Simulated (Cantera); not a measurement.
Input (Python, Cantera) and output of one run.

```python
import numpy as np
import cantera as ct

gas_names = [...]  # 151 gases of nasa_gas.yaml made of C, H, N, O, Si
cond_names = """
    C(gr) C6H6(L) C7H8(L) C8H18(L),n-octa H2O(s) H2O(L) Si(cr) Si(L) SiC(b) SiO2(Lqz) SiO2(hqz) SiO2(L)
    Si2N2O(s) Si3N4(a)
""".split()


# ... load() reads the species with a 1 bar reference pressure and builds the phases ...
atoms = {
    'SiC': {'Si': 1, 'C': 1},
    'N2O': {'N': 2, 'O': 1},
    'H2': {'H': 2},
}
top_T = {'C(gr)': 4500, 'SiC(b)': 3050, 'Si2N2O(s)': 2100, 'Si3N4(a)': 2400}  # K; cautious upper limits of use, not melting points


# ... equilibrate(T, P, feed) seeds the gas with the atoms and calls Mixture.equilibrate('TP', solver="gibbs", rtol=1e-10, max_steps=50000) ...
results = []
T = 1473.15  # K
P = 22000  # Pa
for m in [66, 97, 140, 210, 300, 450, 650]:
    feed = {'SiC': 1, 'N2O': 0.67, 'H2': m}  # mol
    mix = equilibrate(T, P, feed)
    results.append((T, P, feed, dict(zip(mix.species_names, mix.species_moles))))

top = {s: max(r[3][s] / sum(r[3][g] for g in gas_names) for r in results) for s in gas_names}
cols = sorted((s for s in top if top[s] > 1e-06), key=lambda s: -top[s])[:7]
seen = [c for c in cond_names if any(r[3].get(c, 0) > 1e-12 for r in results)]
print("log10 of partial pressures in bar; condensed amounts in mol")
print(f"{'n(H2)':>10s}" + "".join(f"{s[:9]:>10s}" for s in cols + seen))
for T, P, feed, n in results:
    ng = sum(n[g] for g in gas_names)
    print(f"{feed['H2']:10.4g}" + "".join(f"{np.log10(max(n[s] / ng * P / 1e5, 1e-99)):10.3f}" for s in cols)
          + "".join(f"{n.get(c, 0):10.4g}" for c in seen))
```

It prints:

```
log10 of partial pressures in bar; condensed amounts in mol
     n(H2)        H2        CO        N2       CH4       HCN         H       SiO     C(gr)    SiC(b) Si2N2O(s)
        66    -0.662    -2.983    -2.985    -3.857    -4.883    -5.228    -5.741    0.3481    0.2902    0.3546
        97    -0.662    -3.020    -3.022    -3.880    -4.926    -5.228    -5.728         0    0.5103    0.2444
       140    -0.660    -3.181    -3.182    -3.985    -5.112    -5.227    -5.675         0    0.5057    0.2465
       210    -0.659    -3.360    -3.359    -4.102    -5.319    -5.227    -5.617         0    0.5001    0.2488
       300    -0.659    -3.518    -3.516    -4.206    -5.502    -5.227    -5.565         0    0.4946    0.2508
       450    -0.658    -3.699    -3.693    -4.324    -5.710    -5.226    -5.507         0    0.4879    0.2529
       650    -0.658    -3.864    -3.854    -4.432    -5.899    -5.226    -5.455         0    0.4814    0.2541
```

Cantera equilibrium calculation (NASA polynomials, part measured and part estimated; ideal gas, pure solids and liquids). Mutual solubility and eutectic melting of coexisting phases are not modelled.
